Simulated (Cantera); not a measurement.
A perfectly stirred reactor is fed with 0.660 % CH4, 98.5 % H2, 0.0502 % N2, 0.817 % H2O, at 5700 Pa; it is held at 2800 K, and followed from long to short residence time.

Cantera simulation using GRI-Mech 3.0 (53 species, 325 reactions); the numbers are that mechanism's predictions, not measurements.

### Question
Predict: x(CH4) at τ = 5.50 s; x(H2) at τ = 5.50 s; x(HCN) at τ = 5.50 s; x(CH2) at τ = 5.50 s; x(CH4) at τ = 47.0 ms; x(H2) at τ = 47.0 ms; x(HCN) at τ = 47.0 ms; x(CH2) at τ = 47.0 ms; x(C2H4) at τ = 47.0 ms.

### Answer
- x(CH4) at τ = 5.50 s: 1.12e-8
- x(H2) at τ = 5.50 s: 0.704
- x(HCN) at τ = 5.50 s: 2.93e-8
- x(CH2) at τ = 5.50 s: 5.01e-8
- x(CH4) at τ = 47.0 ms: 6.31e-6
- x(H2) at τ = 47.0 ms: 0.793
- x(HCN) at τ = 47.0 ms: 8.48e-6
- x(CH2) at τ = 47.0 ms: 1.12e-5
- x(C2H4) at τ = 47.0 ms: 3.27e-9
